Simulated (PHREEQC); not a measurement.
Dissolve 3.4 mol NaOH, 0.066 mol H3BO3 and 1.7 mol KBr per kg of water at 25 °C. It is in equilibrium with CO2 at log p = -3.4 (atm). Otherwise closed; pH follows from the charge balance.

The numbers come from PHREEQC with the Pitzer model, pitzer.dat.

No solid was allowed to form.

### Question
Order these B species by the share of B that they hold, largest first: B3O3(OH)4-, B(OH)3, B(OH)4-, B4O5(OH)4-2.

### Answer
B(OH)4- (87 %), B(OH)3 (10 %), B4O5(OH)4-2 (1.9 %), B3O3(OH)4- (0.43 %)

The pH is 10.18 and the ionic strength 6.61 mol/kgw. Species that the database lacks are ignored. In brines, pH and single-ion activities rest on the MacInnes convention.
